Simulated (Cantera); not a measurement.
Feed: 1 mol TEOS, 0.94 mol NO, equilibrated at 0.120 bar.

Cantera equilibrium calculation (NASA polynomials, part measured and part estimated; ideal gas, pure solids and liquids). Candidate condensed phases: C, C6H6, C7H8, C8H18, H2O, Si, SiC, SiO2, Si2N2O, Si3N4; 151 gas species. The feed counts by its element totals alone. Mutual solubility and eutectic melting of coexisting phases are not modelled. The tables hold silica as quartz up to 1696 K and as liquid above; real silica turns to tridymite and cristobalite and melts near 1996 K. The numbers say what is thermodynamically allowed, not how fast it happens.

Question: Which condensed phases are stable at each of these points (T (K)): 1198, 1273, 1348, 1423, 1498, 1573, 1648, 1723, 1798?

Answer: 
```
T (K)                          condensed phases  Si condensed (%)
-----  ----------------------------------------  ----------------
1198               C(graphite) + SiO2(β-quartz)             100.0
1273               C(graphite) + SiO2(β-quartz)             100.0
1348               C(graphite) + SiO2(β-quartz)             100.0
1423   C(graphite) + SiO2(β-quartz) + Si2N2O(s)             100.0
1498   C(graphite) + SiO2(β-quartz) + Si2N2O(s)              99.7
1573           C(graphite) + SiC(s) + Si2N2O(s)              98.8
1648                       C(graphite) + SiC(s)              98.3
1723                       C(graphite) + SiC(s)              97.8
1798                       C(graphite) + SiC(s)              97.3
```

From 1198 K to 1348 K the condensed part is C(graphite) + SiO2(β-quartz). From 1423 K to 1498 K the condensed part is C(graphite) + SiO2(β-quartz) + Si2N2O(s). At 1573 K the condensed part is C(graphite) + SiC(s) + Si2N2O(s). From 1648 K to 1798 K the condensed part is C(graphite) + SiC(s).
